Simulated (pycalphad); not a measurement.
CALPHAD calculation (pycalphad, COST 507 light-alloy database (1999)), 1 atm. These are 1990s assessments: newer ones move some temperatures and phases. Amounts are mole fractions of atoms.

Question: Give the equilibrium state of Si-48Mg (at.%) at 477 °C.

Answer: MG2SI, fraction 0.720, with 66.7 Mg at.%; diamond (Si), fraction 0.280, with no Mg at.%.

Database names, with the compositions (at.%) that they take in these runs: MG2SI: Mg 67 Si 33. An entry "none" or "no" means that the model of the phase leaves that element out.
